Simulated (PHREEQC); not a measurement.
A solution holds 0.84 mol/kgw KCl, 0.13 mol/kgw SrCl2 and 2.1e-05 mol/kgw H4SiO4, at 20 °C. Closed to the air; pH follows from the charge balance.

Model: Pitzer model, pitzer.dat, run in PHREEQC.

| quantity | before | after |
|---|---|---|
| pH | 6.89 | 6.96 |
| H3SiO4- (mol/kgw) | 5.06e-8 | 1.19e-8 |
| SI of Sylvite (KCl) | -1.32 | -1.32 |
| SI of SiO2(a) (SiO2) | -1.93 | -2.63 |

**Question.** Name the change that produced these shifts.
(A) H4SiO4 from 2.1e-05 to 0.000105 mol/kgw
(B) H4SiO4 from 2.1e-05 to 2.31e-05 mol/kgw
(C) SrCl2 left out
(D) H4SiO4 from 2.1e-05 to 4.2e-06 mol/kgw

**Answer.** D, H4SiO4 from 2.1e-05 to 4.2e-06 mol/kgw

Precipitation was switched off in this run. In brines, pH and single-ion activities rest on the MacInnes convention.
